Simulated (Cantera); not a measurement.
Input: 1 mol CaO, 0.81 mol NF3, 32 mol H2, equilibrated at 1625 °C and 0.00700 bar.

Equilibrium computed with Cantera from the NASA thermochemical tables; the gas is ideal and each condensed phase is pure. Candidate condensed phases: Ca, CaF2, CaO, Ca(OH)2, H2O; 47 gas species. The numbers say what is thermodynamically allowed, not how fast it happens.

Base state: H2 0.906, HF 0.0456, H2O 0.0139, CaF2 0.0127, N2 0.0120, H 0.00890, CaF 0.00103, Ca 0.000185 (mole fractions); condensed: CaO(s).

### Question
What changes in the equilibrium state with this change: CaO replaced by MgO?

### Answer
```tsv
species	before	after
H2	0.906	0.870
HF	0.0456	0.0647
H2O	0.0139	0.0221
Mg	0	0.0184
CaF2	0.0127	0
N2	0.0120	0.0118
MgF2	0	0.00211
MgF	0	0.00162
CaF	0.00103	0
Ca	0.000185	0
MgOH	0	2.85e-5
CaO(s), mol	0.531	0
MgO(s), mol	0	0.237
```
The tables' values for MgH are old estimates; treat these amounts as uncertain. Further candidate phases: Mg, MgF2, MgO, Mg(OH)2.

### Question
What changes in the equilibrium state with this change: CaO replaced by B2O3?

### Answer
```csv
species,before,after
H2,0.906,0.878
BOF,0,0.0429
HF,0.0456,0.0269
CaF2,0.0127,0
HBO2,0,0.0109
H2O,0.0139,0.0173
N2,0.0120,0.0116
HBO,0,0.00211
CaF,0.00103,0
B2O3,0,0.000602
BO,0,0.000338
"CaO(s), mol",0.531,0
```
Further candidate phases: B, BN, B2O3, B3O3H3.
